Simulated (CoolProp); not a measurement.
Vapour-liquid equilibrium of R125 (1) + propylene (2) at 273.5 K; x and y are mole fractions of (1).

Computed with CoolProp (multi-fluid Helmholtz-energy mixture model, Lemmon 2005 and Lemmon 2013; pair parameters Bell 2016).

Q: Give the bubble pressure and the first vapour's composition at x = 0.2, 0.5, 0.65. Is there an azeotrope?

A: x = 0.2: 0.7388 MPa, y = 0.315; x = 0.5: 0.8072 MPa, y = 0.526; x = 0.65: 0.8056 MPa, y = 0.619. y crosses x between x = 0.5 and 0.65: the model has an azeotrope there.

The pair parameters rest on a limited set of measurements; away from them the model extrapolates.
